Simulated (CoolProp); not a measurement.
Vapour-liquid equilibrium of carbon dioxide (1) + ethane (2) at -11.15 °C; x and y are mole fractions of (1).

Model: multi-fluid Helmholtz-energy mixture model, Span 1996 and Bücker 2006; pair parameters Kunz 2012, in CoolProp.

Problem. Give the bubble pressure and the first vapour's composition at x = 0.5, 0.725, 0.8. Is there an azeotrope?

Solution. x = 0.5: 2.873 MPa, y = 0.572; x = 0.725: 2.951 MPa, y = 0.712; x = 0.8: 2.920 MPa, y = 0.765. y crosses x between x = 0.65 and 0.725: the model has an azeotrope there.

The pair parameters rest on a limited set of measurements; away from them the model extrapolates.
